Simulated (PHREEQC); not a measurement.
Make-up at 20 °C: 0.076 mol/kgw HF, 0.035 mol/kgw (NH4)2SiF6 and 0.22 mol/kgw H3PO4. Closed to the air; pH follows from the charge balance.

Equilibrium calculation in PHREEQC: ion-association model, phreeqc.dat.

Precipitation was switched off in this run.

Task: What pH does the model give?

Result: pH 1.42.

Task: In which forms is P present?

Result: H3PO4 80 %, H2PO4- 20 % of the P.

SiF6-2 is the database's only silicon fluoride.
